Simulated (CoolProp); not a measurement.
A Linde-Hampson liquefier for dry air: isothermal reversible compression at 290 K from 1 atm to 20 MPa, throttling to 1 atm, return gas leaving the recuperator 5 K below the feed. Each further row changes one setting.

The numbers come from the reference Helmholtz-energy equation of state, Lemmon 2000 in CoolProp. It is a pseudo-pure fit of the blend.

| case | liquid yield per pass | compression work (kJ/kg of gas) |
|---|---|---|
| as stated | ___ | 438 |
| high pressure 40 MPa | 0.106 | ___ |
| warm-end temperature 320 K | ___ | 486 |
| warm-end gap 10 K | 0.067 | 438 |

Q: What belongs in the gaps?

A: 
- as stated, liquid yield per pass: 0.078
- high pressure 40 MPa, compression work (kJ/kg of gas): 501
- warm-end temperature 320 K, liquid yield per pass: 0.055
